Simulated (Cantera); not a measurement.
Input (Python, Cantera) and output of one run.

```python
import numpy as np
import cantera as ct

gas_names = """
    C CO CO2 C2 C2O C3 C3O2 C4 C5 Cu CuO Cu2 O O2 O3
""".split()
cond_names = """
    C(gr) Cu(cr) Cu(L) CuO(s) Cu2O(s) Cu2O(L)
""".split()


# ... load() reads the species with a 1 bar reference pressure and builds the phases ...
atoms = {
    'Cu': {'Cu': 1},
    'CO2': {'C': 1, 'O': 2},
    'CO': {'C': 1, 'O': 1},
}
top_T = {'C(gr)': 4500, 'CuO(s)': 1390}  # K; cautious upper limits of use, not melting points


# ... equilibrate(T, P, feed) seeds the gas with the atoms and calls Mixture.equilibrate('TP', solver="vcs", rtol=1e-11, max_steps=5000) ...
results = []
feed = {'Cu': 1, 'CO2': 14, 'CO': 17}  # mol
T = 1298.15  # K
P = 101325  # Pa
mix = equilibrate(T, P, feed)
results.append((T, P, feed, dict(zip(mix.species_names, mix.species_moles))))
print(gas.report(threshold=0.001))
for i in range(1, mix.n_phases):
    print(f"{mix.phase(i).name:16s} {mix.phase_moles(i):12.5e} mol")
```

Output:

```
       temperature   1298.2 K
          pressure   1.0132e+05 Pa
           density   0.33078 kg/m^3
  mean mol. weight   35.235 kg/kmol
   phase of matter   gas

                          1 kg             1 kmol
                     ---------------   ---------------
          enthalpy       -5.6285e+06       -1.9832e+08  J
   internal energy       -5.9348e+06       -2.0911e+08  J
           entropy            7584.4        2.6724e+05  J/K
    Gibbs function       -1.5474e+07       -5.4524e+08  J
 heat capacity c_p            1265.3             44584  J/K
 heat capacity c_v            1029.4             36270  J/K

                      mass frac. Y      mole frac. X     chem. pot. / RT
                     ---------------   ---------------   ---------------
                CO           0.43593           0.54839           -37.154
               CO2           0.56406           0.45161           -66.741
     [  +13 minor]        2.6885e-07        1.4906e-07

C(gr)             0.00000e+00 mol
Cu(cr)            9.99995e-01 mol
CuO(s)            0.00000e+00 mol
Cu2O(s)           0.00000e+00 mol
```

These are equilibrium values from Cantera (NASA tables, ideal gas, pure condensed phases), not measurements of a reactor.
